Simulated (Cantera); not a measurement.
Charge: 1 mol Si₃N₄, 0.042 mol H₂, held at 1352 °C.

Method: chemical equilibrium by Gibbs-energy minimisation in Cantera with the NASA 1993 tables (ideal gas, pure condensed phases). Candidate condensed phases: Si, Si₃N₄; 18 gas species. Mutual solubility and eutectic melting of coexisting phases are not modelled. Kinetics and transport are ignored.

Question: At 4000 Pa, list the 3 most abundant gas species with their mole fractions, and the condensed phases.

Answer: H₂ 0.988, N₂ 0.0114, H 0.000351. Condensed: Si(s) + Si₃N₄(s).
